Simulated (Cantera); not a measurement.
An isothermal, constant-pressure homogeneous reactor starts with H₂ : O₂ : N₂ = 0.019 : 1 : 0.95 (molar parts), equivalence ratio 0.0095, at 1075 K and 2670 Pa.

Detailed kinetics in Cantera: the H2/O2 subset of GRI-Mech 3.0, which has no nitrogen chemistry. Radical loss at walls, strong at low pressure, is not modelled.

x: mole fraction; the columns are a selection and need not sum to one.

```json
[
 {"t (s)": "0.000900", "x H₂": "0.00965", "x O₂": "0.508", "x H₂O": "(withheld)", "x O": "1.48e-9", "x OH": "9.18e-10", "x H": "4.14e-10"},
 {"t (s)": "0.00193", "x H₂": "0.00965", "x O₂": "0.508", "x H₂O": "(withheld)", "x O": "1.68e-8", "x OH": "9.77e-9", "x H": "4.10e-9"},
 {"t (s)": "0.00415", "x H₂": "0.00965", "x O₂": "0.508", "x H₂O": "(withheld)", "x O": "2.08e-6", "x OH": "1.21e-6", "x H": "5.03e-7"},
 {"t (s)": "0.00892", "x H₂": "0.00257", "x O₂": "0.503", "x H₂O": "(withheld)", "x O": "0.00390", "x OH": "0.00110", "x H": "0.00133"},
 {"t (s)": "0.0192", "x H₂": "7.32e-5", "x O₂": "0.502", "x H₂O": "0.00914", "x O": "0.00443", "x OH": "0.000405", "x H": "0.000497"},
 {"t (s)": "0.0411", "x H₂": "3.31e-5", "x O₂": "0.504", "x H₂O": "0.00942", "x O": "0.00232", "x OH": "0.000277", "x H": "0.000177"},
 {"t (s)": "0.0883", "x H₂": "1.24e-5", "x O₂": "0.505", "x H₂O": "0.00957", "x O": "0.000887", "x OH": "0.000169", "x H": "4.12e-5"},
 {"t (s)": "0.190", "x H₂": "3.56e-6", "x O₂": "0.505", "x H₂O": "0.00964", "x O": "0.000263", "x OH": "9.15e-5", "x H": "6.62e-6"},
 {"t (s)": "0.408", "x H₂": "8.88e-7", "x O₂": "0.505", "x H₂O": "0.00967", "x O": "6.85e-5", "x OH": "4.68e-5", "x H": "8.81e-7"},
 {"t (s)": "0.875", "x H₂": "2.17e-7", "x O₂": "0.505", "x H₂O": "0.00968", "x O": "1.76e-5", "x OH": "2.39e-5", "x H": "1.15e-7"},
 {"t (s)": "1.88", "x H₂": "5.71e-8", "x O₂": "0.505", "x H₂O": "0.00969", "x O": "4.83e-6", "x OH": "1.26e-5", "x H": "1.66e-8"},
 {"t (s)": "4.04", "x H₂": "1.68e-8", "x O₂": "0.505", "x H₂O": "0.00969", "x O": "1.48e-6", "x OH": "6.96e-6", "x H": "2.83e-9"},
 {"t (s)": "8.67", "x H₂": "5.55e-9", "x O₂": "0.505", "x H₂O": "0.00969", "x O": "5.07e-7", "x OH": "4.08e-6", "x H": "5.67e-10"},
 {"t (s)": "18.6", "x H₂": "2.03e-9", "x O₂": "0.505", "x H₂O": "0.00970", "x O": "1.90e-7", "x OH": "2.50e-6", "x H": "1.30e-10"},
 {"t (s)": "40.0", "x H₂": "8.03e-10", "x O₂": "0.505", "x H₂O": "0.00970", "x O": "7.66e-8", "x OH": "1.58e-6", "x H": "3.33e-11"}
]
```

### Question
Fill in the missing entries.

### Answer

- 0.000900, x H₂O: 1.34e-9
- 0.00193, x H₂O: 1.99e-8
- 0.00415, x H₂O: 2.63e-6
- 0.00892, x H₂O: 0.00586
